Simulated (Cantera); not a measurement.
An isothermal, constant-pressure homogeneous reactor starts with H2 : O2 : N2 = 0.026 : 1 : 0.73 (molar parts), at 1300 K and 20.0 Torr.

Computed with Cantera and GRI-Mech 3.0 (53 species, 325 reactions). Radical loss at walls, strong at low pressure, is not modelled.

**Question.** Predict: x(H2) at 2.00 s; x(O2) at 2.00 s; x(HO2) at 2.00 s; x(NO) at 2.00 s; x(O) at 2.00 s.

**Answer.** 
```
Item                                                Result
----------------  ----------------------------------------
x(H2) at 2.00 s    3.58e-7 (gas-phase equilibrium 1.06e-8)
x(O2) at 2.00 s        0.566 (gas-phase equilibrium 0.566)
x(HO2) at 2.00 s   3.43e-8 (gas-phase equilibrium 1.23e-8)
x(NO) at 2.00 s   1.97e-7 (gas-phase equilibrium 0.000476)
x(O) at 2.00 s     2.75e-5 (gas-phase equilibrium 8.20e-7)
```
